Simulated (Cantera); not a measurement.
A closed system holds: 1 mol toluene, 0.018 mol O2, 2.9 mol N2, held at 698 Torr.

Method: chemical equilibrium by Gibbs-energy minimisation in Cantera with the NASA 1993 tables (ideal gas, pure condensed phases). Candidate condensed phases: C, C6H6, C7H8, C8H18, H2O; 136 gas species. Rates play no part.

**Question.** At 1777 °C, list the 7 most abundant gas species with their mole fractions, and the condensed phases.

**Answer.** H2 0.570, N2 0.413, HCN 0.00867, CO 0.00519, H 0.00178, C2H2 (acetylene) 0.000605, HNC 0.000538. Condensed: C(graphite).
